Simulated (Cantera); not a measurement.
## Thermodynamics of abatement and gas-phase synthesis, feed CS2 + SO2 + H2

Feed: 1 mol CS2, 0.37 mol SO2, 0.14 mol H2, held at 1100 Pa.

Equilibrium computed with Cantera from the NASA thermochemical tables; the gas is ideal and each condensed phase is pure. Candidate condensed phases: C, C6H6, C7H8, C8H18, H2O, H2SO4, S; 123 gas species. Kinetics and transport are ignored.

| T (K) | log p S2 | log p S | log p CO | log p CS2 | log p CS | log p H | log p H2 | log p SH | log p H2S |
|---|---|---|---|---|---|---|---|---|---|
| 1548 | -2.31 | -5.31 | -2.40 | -2.86 | -4.98 | -6.12 | -3.21 | -4.47 | -3.91 |
| 1648 | -2.31 | -4.87 | -2.41 | -2.87 | -4.53 | -5.65 | -3.20 | -4.31 | -4.07 |
| 1748 | -2.31 | -4.47 | -2.41 | -2.88 | -4.15 | -5.23 | -3.19 | -4.17 | -4.23 |
| 1848 | -2.31 | -4.12 | -2.41 | -2.91 | -3.82 | -4.87 | -3.19 | -4.06 | -4.38 |
| 1948 | -2.32 | -3.81 | -2.41 | -2.97 | -3.55 | -4.55 | -3.20 | -3.96 | -4.52 |
| 2048 | -2.32 | -3.53 | -2.42 | -3.05 | -3.35 | -4.26 | -3.22 | -3.87 | -4.67 |
| 2148 | -2.34 | -3.27 | -2.43 | -3.17 | -3.20 | -4.01 | -3.25 | -3.81 | -4.81 |
| 2248 | -2.36 | -3.05 | -2.44 | -3.32 | -3.10 | -3.78 | -3.30 | -3.76 | -4.97 |
| 2348 | -2.40 | -2.85 | -2.46 | -3.50 | -3.04 | -3.59 | -3.36 | -3.74 | -5.14 |
| 2448 | -2.45 | -2.68 | -2.48 | -3.70 | -3.01 | -3.43 | -3.46 | -3.75 | -5.34 |
| 2548 | -2.54 | -2.54 | -2.50 | -3.91 | -3.01 | -3.30 | -3.58 | -3.79 | -5.58 |
| 2648 | -2.64 | -2.43 | -2.53 | -4.14 | -3.01 | -3.20 | -3.74 | -3.87 | -5.87 |
| 2748 | -2.78 | -2.34 | -2.55 | -4.37 | -3.02 | -3.14 | -3.94 | -3.98 | -6.20 |
log p: log10 of the partial pressure in bar; nothing condenses.

From 1548 K to 2748 K nothing is condensed. The main C-bearing gas is CO throughout.
